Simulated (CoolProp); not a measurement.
CF4 (R14) along the isobar 21.2 MPa: fugacity coefficient from the reference equation and from simpler models built on Tc = -45.8 °C, pc = 3.762 MPa, ω = 0.178; each cubic takes its own stable root.

Values from CoolProp's reference Helmholtz-energy equation of state, Platzer 1990. This equation is an older, rougher fit; its heat capacities, sound speeds and derivatives of the liquid may be far off and weren't checked against measurements.

```csv
T (°C),phase,reference
-75.15,liquid,0.1189
-66.15,liquid,0.1515
-57.05,liquid,0.1881
-47.95,liquid,0.2277
-38.85,supercritical,0.2696
-29.85,supercritical,0.3127
-20.75,supercritical,0.3572
-11.65,supercritical,0.4019
-2.65,supercritical,0.4457
6.45,supercritical,0.4891
15.55,supercritical,0.5311
24.55,supercritical,0.5710
33.65,supercritical,0.6095
```

Question: How far does each simpler model (van der Waals, Soave-Redlich-Kwong, Peng-Robinson) lie from the reference over these 13 states: mean and median of the absolute difference, and the worst?

Answer: 
- van der Waals: mean 23.8 %, median 10.8 %, worst +84.4 % at -75.15 °C and 21.2 MPa
- Soave-Redlich-Kwong: mean 5.6 %, median 5.9 %, worst +6.4 % at 24.55 °C and 21.2 MPa
- Peng-Robinson: mean 5.0 %, median 4.8 %, worst -7.2 % at -75.15 °C and 21.2 MPa
